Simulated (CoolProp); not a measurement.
R21 along the isotherm 240.2 K: fugacity coefficient from the reference equation and from simpler models built on Tc = 452.7 K, pc = 5.289 MPa, ω = 0.206; each cubic takes its own stable root.

The numbers come from the reference Helmholtz-energy equation of state, Platzer 1990 in CoolProp. This equation is an older, rougher fit; its heat capacities, sound speeds and derivatives of the liquid may be far off and weren't checked against measurements.

```csv
p (MPa),phase,reference
4.81,liquid,0.003483
9.62,liquid,0.002052
14.4,liquid,0.001613
19.2,liquid,0.001423
24,liquid,0.001338
28.8,liquid,0.001310
33.7,liquid,0.001319
38.5,liquid,0.001355
43.3,liquid,0.001413
48.1,liquid,0.001491
52.9,liquid,0.001588
```

Question: How far does each simpler model (Redlich-Kwong, Soave-Redlich-Kwong) lie from the reference over these 11 states: mean and median of the absolute difference, and the worst?

Answer: 
- Redlich-Kwong: mean 97.6 %, median 97.6 %, worst +109.9 % at 240.2 K and 52.9 MPa
- Soave-Redlich-Kwong: mean 6.7 %, median 6.6 %, worst +12.3 % at 240.2 K and 52.9 MPa
